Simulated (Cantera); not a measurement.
A Cantera script and what it prints.

```python
import numpy as np
import cantera as ct

gas_names = [...]  # 123 gases of nasa_gas.yaml made of C, H, O, Si
cond_names = """
    C(gr) C6H6(L) C7H8(L) C8H18(L),n-octa H2O(s) H2O(L) Si(cr) Si(L) SiC(b) SiO2(Lqz) SiO2(hqz) SiO2(L)
""".split()


# ... load() reads the species with a 1 bar reference pressure and builds the phases ...
atoms = {
    'SiC': {'Si': 1, 'C': 1},
    'O2': {'O': 2},
    'H2': {'H': 2},
    'CO2': {'C': 1, 'O': 2},
}
top_T = {'C(gr)': 4500, 'SiC(b)': 3050}  # K; cautious upper limits of use, not melting points


# ... equilibrate(T, P, feed) seeds the gas with the atoms and calls Mixture.equilibrate('TP', solver="vcs", rtol=1e-11, max_steps=5000) ...
results = []
feed = {'SiC': 1, 'O2': 0.014, 'H2': 12, 'CO2': 0.033}  # mol
T = 925  # K
for P in [0.1, 0.6, 3.6, 22, 130, 770, 4600, 28000, 170000, 1000000]:
    mix = equilibrate(T, P, feed)
    results.append((T, P, feed, dict(zip(mix.species_names, mix.species_moles))))

top = {s: max(r[3][s] / sum(r[3][g] for g in gas_names) for r in results) for s in gas_names}
cols = sorted((s for s in top if top[s] > 1e-06), key=lambda s: -top[s])[:8]
seen = [c for c in cond_names if any(r[3].get(c, 0) > 1e-12 for r in results)]
print("log10 of partial pressures in bar; condensed amounts in mol")
print(f"{'P/Pa':>10s}" + "".join(f"{s[:9]:>10s}" for s in cols + seen))
for T, P, feed, n in results:
    ng = sum(n[g] for g in gas_names)
    print(f"{P:10.4g}" + "".join(f"{np.log10(max(n[s] / ng * P / 1e5, 1e-99)):10.3f}" for s in cols)
          + "".join(f"{n.get(c, 0):10.4g}" for c in seen))
```

It prints:

```
log10 of partial pressures in bar; condensed amounts in mol
      P/Pa        H2       CH4        CO     C(gr)    SiC(b) SiO2(hqz)
       0.1    -6.002   -12.755    -8.354         0    0.9797   0.02033
       0.6    -5.222   -11.089    -8.193   0.06074    0.9594   0.04058
       3.6    -4.444    -9.532    -8.193    0.0767    0.9541   0.04593
        22    -3.658    -7.959    -8.193   0.07888    0.9532   0.04683
       130    -2.886    -6.417    -8.193   0.07637     0.953   0.04697
       770    -2.114    -4.873    -8.193   0.05913     0.953   0.04699
      4600    -1.340    -3.510    -8.472         0     0.953     0.047
   2.8e+04    -0.556    -2.726    -9.649         0     0.953     0.047
   1.7e+05     0.228    -1.943   -10.824         0     0.953     0.047
     1e+06     0.997    -1.173   -11.978         0     0.953     0.047
```

Equilibrium computed with Cantera from the NASA thermochemical tables; the gas is ideal and each condensed phase is pure.
